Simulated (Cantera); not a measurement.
**Equilibrium for fluorocarbon and chlorocarbon gases: CHF3 + F2**

A closed system holds: 1 mol CHF3, 2.6 mol F2, equilibrated at 2800 K.

Cantera equilibrium calculation (NASA polynomials, part measured and part estimated; ideal gas, pure solids and liquids). Candidate condensed phases: C, C6H6, C7H8, C8H18; 95 gas species. Gases not in the tables: C2F6 and larger saturated fluorocarbons. Equilibrium is a limit: real reactors are often held back by kinetics, nucleation or transport.

| P (Pa) | log p F | log p HF | log p CF4 | log p CF2 | log p H | log p C | log p CF | log p C3 |
|---|---|---|---|---|---|---|---|---|
| 1 | -5.09 | -6.64 | <-17 | -9.89 | -6.10 | -6.13 | -7.17 | -7.35 |
| 10 | -4.09 | -5.08 | -14.45 | -7.35 | -5.54 | -5.60 | -5.63 | -5.74 |
| 100 | -3.10 | -3.94 | -10.16 | -5.04 | -5.39 | -5.27 | -4.32 | -4.76 |
| 1000 | -2.13 | -2.88 | -6.28 | -3.10 | -5.30 | -5.26 | -3.34 | -4.74 |
| 10000 | -1.14 | -1.85 | -3.12 | -1.91 | -5.26 | -6.05 | -3.14 | -7.10 |
| 100000 | -0.19 | -0.75 | -0.85 | -1.54 | -5.10 | -7.57 | -3.72 | -11.67 |
log p: log10 of the partial pressure in bar; nothing condenses.

From 1.00e-5 bar to 1.00 bar nothing is condensed. The main C-bearing gas is C at 1.00e-5 bar and CF4 at 1.00 bar.
